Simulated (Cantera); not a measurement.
Thermodynamics of boron, boron nitride and boron oxide, feed B2O3 + NH3

Charge: 1 mol B2O3, 1.3 mol NH3, held at 0.133 bar.

Cantera equilibrium calculation (NASA polynomials, part measured and part estimated; ideal gas, pure solids and liquids). Candidate condensed phases: B, BN, B2O3, B3O3H3, H2O; 39 gas species. Mutual solubility and eutectic melting of coexisting phases are not modelled. Gases not in the tables: H3BO3. The numbers say what is thermodynamically allowed, not how fast it happens.

From 650 °C to 1450 °C the condensed part is BN(s) + B2O3(l). At 1650 °C the condensed part is B2O3(l). From 1850 °C to 2050 °C nothing is condensed.

```tsv
T (°C)	x H2	x N2	x B2O3	x HBO2	x HBO	x BO	x H	x B2O2	x H2O	n BN(s)	n B2O3(l)
650	0.748	0.249	<1e-12	6.07e-7	2.94e-10	<1e-12	5.79e-10	<1e-12	0.00239	0.00415	0.998
850	0.748	0.249	4.64e-9	3.31e-5	2.64e-7	1.84e-12	1.01e-7	2.75e-12	0.00222	0.00388	0.998
1050	0.748	0.249	2.61e-6	0.000498	2.88e-5	5.01e-9	3.76e-6	1.43e-8	0.00203	0.00392	0.997
1250	0.745	0.249	0.000259	0.00349	0.000884	1.64e-6	5.46e-5	7.36e-6	0.00184	0.00544	0.991
1450	0.718	0.244	0.00838	0.0147	0.0118	0.000135	0.000423	0.000855	0.00163	0.00380	0.938
1650	0.540	0.200	0.127	0.0671	0.0465	0.00256	0.00190	0.0123	0.00328	0	0.360
1850	0.453	0.179	0.178	0.0915	0.0582	0.0110	0.00661	0.0171	0.00591	0	0
2050	0.427	0.176	0.159	0.100	0.0606	0.0305	0.0195	0.0155	0.0103	0	0
```
x: gas mole fraction; n: condensed amount in mol.
